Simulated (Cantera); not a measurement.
Charge: 1 mol Si3N4, 0.067 mol CO2, 790 mol H2, 0.014 mol N2O, held at 13300 Pa.

These are equilibrium values from Cantera (NASA tables, ideal gas, pure condensed phases), not measurements of a reactor. Candidate condensed phases: C, C6H6, C7H8, C8H18, H2O, Si, SiC, SiO2, Si2N2O, Si3N4; 151 gas species. Mutual solubility and eutectic melting of coexisting phases are not modelled. Gases not in the tables: Si2H6 and higher silanes. Kinetics and transport are ignored.

Which condensed phases are stable at each of these points (T (K)): 1050, 1150, 1250, 1350, 1450, 1550, 1650, 1750, 1850, 1950, 2050?


```json
[
 {"T (K)": "1050", "condensed phases": "Si2N2O(s) + Si3N4(s)", "Si condensed (%)": "100.0"},
 {"T (K)": "1150", "condensed phases": "Si2N2O(s) + Si3N4(s)", "Si condensed (%)": "100.0"},
 {"T (K)": "1250", "condensed phases": "SiC(s) + Si2N2O(s) + Si3N4(s)", "Si condensed (%)": "100.0"},
 {"T (K)": "1350", "condensed phases": "SiC(s) + Si2N2O(s) + Si3N4(s)", "Si condensed (%)": "100.0"},
 {"T (K)": "1450", "condensed phases": "SiC(s) + Si2N2O(s) + Si3N4(s)", "Si condensed (%)": "99.9"},
 {"T (K)": "1550", "condensed phases": "Si(s) + SiC(s) + Si2N2O(s) + Si3N4(s)", "Si condensed (%)": "99.4"},
 {"T (K)": "1650", "condensed phases": "Si(s) + SiC(s)", "Si condensed (%)": "95.0"},
 {"T (K)": "1750", "condensed phases": "Si(l) + SiC(s)", "Si condensed (%)": "94.4"},
 {"T (K)": "1850", "condensed phases": "Si(l) + SiC(s)", "Si condensed (%)": "92.7"},
 {"T (K)": "1950", "condensed phases": "Si(l) + SiC(s)", "Si condensed (%)": "87.5"},
 {"T (K)": "2050", "condensed phases": "Si(l)", "Si condensed (%)": "72.3"}
]
```

From 1050 K to 1150 K the condensed part is Si2N2O(s) + Si3N4(s). From 1250 K to 1450 K the condensed part is SiC(s) + Si2N2O(s) + Si3N4(s). At 1550 K the condensed part is Si(s) + SiC(s) + Si2N2O(s) + Si3N4(s). At 1650 K the condensed part is Si(s) + SiC(s). From 1750 K to 1950 K the condensed part is Si(l) + SiC(s). At 2050 K the condensed part is Si(l).
